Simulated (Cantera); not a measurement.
**Ignition delay**

Mixture: 4.91 % CH₄, 20.0 % O₂, 75.1 % N₂, at 6.30 bar, adiabatic and at constant volume. Ignition delay is the time to a rise of 400 K.

Cantera simulation using GRI-Mech 3.0 (53 species, 325 reactions); the numbers are that mechanism's predictions, not measurements.

| T0 (K) | delay (ms) |
|---|---|
| 1050 | 46.0 |
| 1150 | 10.5 |
| 1250 | 2.90 |
| 1350 | 0.916 |
| 1450 | 0.325 |
| 1550 | 0.129 |
| 1650 | 0.0574 |
| 1750 | 0.0282 |
| 1850 | 0.0152 |

```json
{
  "apparent activation energy between 1650 and 1850 K": "170 kJ/mol"
}
```
